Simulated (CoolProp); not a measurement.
Vapour-liquid equilibrium of hydrogen sulfide (1) + propane (2) at 51.85 °C; x and y are mole fractions of (1).

Computed with CoolProp (multi-fluid Helmholtz-energy mixture model, Lemmon 2006 and Lemmon 2009; pair parameters Kunz 2012).

```csv
x,bubble pressure (bar),y at the bubble point,dew pressure at overall composition x (bar),liquid density (mol/L)
0.05,20.07,0.119,18.73,10.22
0.125,23.11,0.252,20.20,10.45
0.2,25.82,0.353,21.85,10.74
0.275,28.22,0.434,23.69,11.10
0.35,30.34,0.502,25.73,11.53
0.425,32.21,0.562,27.94,12.06
0.5,(withheld),0.617,30.27,12.70
0.575,35.17,0.668,(withheld),13.46
0.65,36.27,0.717,34.72,14.36
0.725,(withheld),0.766,36.42,15.41
0.8,37.62,0.817,37.48,16.63
0.875,37.80,0.874,37.80,17.99
0.95,37.50,0.943,37.44,19.49
```

What belongs in the gaps?


- 0.5, bubble pressure (bar): 33.82
- 0.575, dew pressure at overall composition x (bar): 32.59
- 0.725, bubble pressure (bar): 37.09

y crosses x between x = 0.8 and 0.875: the model has an azeotrope there.

Pair parameters are fitted to limited data, so mixtures are less certain than the pure fluids.
